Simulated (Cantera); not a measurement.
A perfectly stirred reactor is fed with 8.33 % NO, 91.7 % N2, at 0.410 bar; it is held at 2125 K, and followed from long to short residence time.

Cantera simulation using GRI-Mech 3.0 (53 species, 325 reactions); the numbers are that mechanism's predictions, not measurements.

x: mole fraction; the columns are a selection and need not sum to one.

```tsv
τ (s)	x NO	x N2O	x N2	x O	x O2	x NO2
2.2	0.0288	___	0.944	0.000432	0.0270	9.42e-6
0.50	0.0606	___	0.928	0.000291	0.0112	1.32e-5
0.11	0.0788	3.12e-6	0.919	0.000161	0.00218	9.28e-6
0.026	0.0824	3.39e-6	0.917	0.000108	0.000390	6.46e-6
0.0059	0.0832	3.28e-6	0.917	6.04e-5	4.41e-5	3.66e-6
0.0013	0.0833	___	0.917	1.62e-5	2.11e-6	9.68e-7
0.00030	0.0833	___	0.917	3.09e-6	8.61e-8	1.61e-7
```

Task: What belongs in the gaps?

Result: 
- 2.2, x N2O: 5.42e-7
- 0.50, x N2O: 1.87e-6
- 0.0013, x N2O: 2.63e-6
- 0.00030, x N2O: 1.41e-6
